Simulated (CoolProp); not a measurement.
Vapour-liquid equilibrium of ethane (1) + propane (2) at -89.85 °C; x and y are mole fractions of (1).

Computed with CoolProp (multi-fluid Helmholtz-energy mixture model, Bücker 2006 and Lemmon 2009; pair parameters Kunz 2012).

```tsv
x	bubble pressure (kPa)	y at the bubble point	dew pressure at overall composition x (kPa)	liquid density (mol/L)
0.05	10.73	0.421	6.839	14.52
0.2	23.05	0.770	8.016	15.03
0.35	35.48	0.878	9.680	15.56
0.5	48.40	0.931	12.21	16.11
0.65	61.93	0.962	16.53	16.68
0.8	75.90	0.983	25.53	17.29
0.95	89.96	0.997	55.78	17.92
```

No azeotrope shows between x = 0.05 and 0.95.

Pair parameters are fitted to limited data, so mixtures are less certain than the pure fluids.
